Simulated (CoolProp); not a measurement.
Vapour-liquid equilibrium of R22 (1) + ethanol (2) at 322.3 K; x and y are mole fractions of (1).

Model: multi-fluid Helmholtz-energy mixture model, Kamei 1995 and Schroeder 2014; pair parameters Bell 2016, in CoolProp.

```json
[
 {"x": "0.05", "bubble pressure (MPa)": "0.1659", "y at the bubble point": "0.832", "dew pressure at overall composition x (MPa)": "0.02972", "liquid density (mol/L)": "16.49"},
 {"x": "0.2", "bubble pressure (MPa)": "0.5949", "y at the bubble point": "0.955", "dew pressure at overall composition x (MPa)": "0.03530", "liquid density (mol/L)": "16.18"},
 {"x": "0.35", "bubble pressure (MPa)": "0.9637", "y at the bubble point": "0.973", "dew pressure at overall composition x (MPa)": "0.04345", "liquid density (mol/L)": "15.81"},
 {"x": "0.5", "bubble pressure (MPa)": "1.223", "y at the bubble point": "0.980", "dew pressure at overall composition x (MPa)": "0.05644", "liquid density (mol/L)": "15.34"},
 {"x": "0.65", "bubble pressure (MPa)": "1.397", "y at the bubble point": "0.984", "dew pressure at overall composition x (MPa)": "0.08044", "liquid density (mol/L)": "14.76"},
 {"x": "0.8", "bubble pressure (MPa)": "1.557", "y at the bubble point": "0.988", "dew pressure at overall composition x (MPa)": "0.1399", "liquid density (mol/L)": "14.00"},
 {"x": "0.95", "bubble pressure (MPa)": "1.791", "y at the bubble point": "0.996", "dew pressure at overall composition x (MPa)": "0.5388", "liquid density (mol/L)": "12.99"}
]
```

No azeotrope shows between x = 0.05 and 0.95.

Pair parameters are fitted to limited data, so mixtures are less certain than the pure fluids. The gap from Raoult's law changes sign with composition, which may be real or a fault of the pair parameters; it wasn't checked against measurements.
